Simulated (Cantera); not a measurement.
**Carbothermic reduction: SiO2 + C + CO**

Feed: 1 mol SiO2, 2.7 mol C, 2.4 mol CO, at 1775 °C and 0.0100 bar.

Method: chemical equilibrium by Gibbs-energy minimisation in Cantera with the NASA 1993 tables (ideal gas, pure condensed phases). Candidate condensed phases: C, Si, SiC, SiO2; 20 gas species. Equilibrium is a limit: real reactors are often held back by kinetics, nucleation or transport.

| Quantity | Value |
|---|---|
| x(CO) | 0.965 |
| x(SiO) | 0.0336 |
| x(Si) | 0.000904 |
| x(Si2C) | 3.02e-5 |
| x(SiC2) | 1.39e-5 |
| x(Si2) | 1.25e-6 |
| n(SiC(s)) | 0.848 mol |
| gas amount | 4.404 mol |
| log10 activity of C(graphite) (absent) | -0.26 |
| log10 activity of Si(l) (absent) | -0.92 |
